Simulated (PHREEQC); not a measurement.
Solution (25 °C): 0.0012 mol Ba(OH)2 and 0.055 mol Al(NO3)3 per kg of water. Closed to the air; pH follows from the charge balance.

Model: ion-association model, wateq4f.dat, run in PHREEQC.

Problem. The ionic strength comes out as 0.326 mol/kgw. What activity coefficients do NO3-, Ba+2, AlOH+2, Al+3, Al(OH)2+ get?

Solution. NO3- 0.65, Ba+2 0.25, AlOH+2 0.26, Al+3 0.11, Al(OH)2+ 0.72.

No solid was allowed to form. Examples of supersaturated solids here: Boehmite (slow to form), Gibbsite (slow to form). Others may be too.
